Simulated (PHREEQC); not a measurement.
Solution (55 °C): 3 mmol/kgw HF, 0.53 mmol/kgw KF and 1 mmol/kgw H2SO4. Closed to the air; pH follows from the charge balance.

Equilibrium calculation in PHREEQC: ion-association model, phreeqc.dat.

This is a speciation only: nothing precipitates in the calculation.

Task: Predict the pH, ionic strength.

Result: pH 2.75; ionic strength 0.00319 mol/kgw.

Task: In which forms is S present?

Result: SO4-2 77 %, HSO4- 23 % of the S.

Constants without temperature data keep their 25 °C values here.
